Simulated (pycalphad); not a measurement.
An equivalent pycalphad script:

```python
from pycalphad import Database, equilibrium, calculate, variables as v
import numpy as np
db = Database('COST507.tdb')
comps = ['TI', 'HF', 'B', 'VA']
phases = ['B2M', 'B2TI', 'B4M3', 'B4TI3', 'BCC_A2', 'BETA_RHOMBO_B', 'BM', 'BTI', 'HCP_A3', 'LIQUID']
eq = equilibrium(db, comps, phases, {v.X('HF'): 0.0525, v.X('B'): 0.0557, v.T: np.arange(2850, 499, -40), v.P: 101325, v.N: 1}, output=['HM', 'SM'])
```

Computed with pycalphad from the COST 507 light-alloy database (1999), at 1 atm. The data set is of 1999 and partly superseded. Amounts are mole fractions of atoms. Diffusion is slow at the low end, where real alloys seldom reach equilibrium.

Results at three of the temperatures:

```
T = 2530.00 K, P = 101325 Pa, N = 1 mol of atoms
G = -194318 J/mol, H = 90640 J/mol, S = 112.63 J/(mol K)  (SER reference)
chemical potentials (J/mol): Ti -184465, Hf -281897, B -269516
phase             fraction      x(Ti)      x(Hf)       x(B)
LIQUID              1.0000     0.8918     0.0525     0.0557
```

```
T = 1970.00 K, P = 101325 Pa, N = 1 mol of atoms
G = -134286 J/mol, H = 65272 J/mol, S = 101.30 J/(mol K)  (SER reference)
chemical potentials (J/mol): Ti -125079, Hf -201233, B -218605
phase             fraction      x(Ti)      x(Hf)       x(B)
LIQUID              1.0000     0.8918     0.0525     0.0557
```

```
T = 610.00 K, P = 101325 Pa, N = 1 mol of atoms
G = -31347 J/mol, H = -225 J/mol, S = 51.02 J/(mol K)  (SER reference)
chemical potentials (J/mol): Ti -22340, Hf -37872, B -169398
phase             fraction      x(Ti)      x(Hf)       x(B)
HCP_A3              0.8889     0.9409     0.0589   0.000152
BM                  0.1111     0.4988     0.0012     0.5000
```

Changes of the phase set, refined by bisection:

```tsv
T (°C)	phases above	phases below
1559.5	liquid	bcc + liquid
1541.9	bcc + liquid	bcc + BM
844.0	bcc + BM	bcc + BM + hcp
836.0	bcc + BM + hcp	BM + hcp
```

Database names, with the compositions (at.%) that they take in these runs: BM: Ti 49 B 50 Hf 0. HCP_A3 is hcp.
